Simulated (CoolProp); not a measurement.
Computed with CoolProp (reference Helmholtz-energy equation of state, Lemmon 2003). It is a pseudo-pure fit of the blend.

For R507A, give the phase and the Z, Joule-Thomson coefficient (K/MPa), isothermal compressibility (1/MPa), expansivity (1/kK) at 369.6 K and 1390 kPa.


- 369.6 K and 1390 kPa: gas; Z 0.888, Joule-Thomson coefficient 9.19, isothermal compressibility 0.816, expansivity 4.05
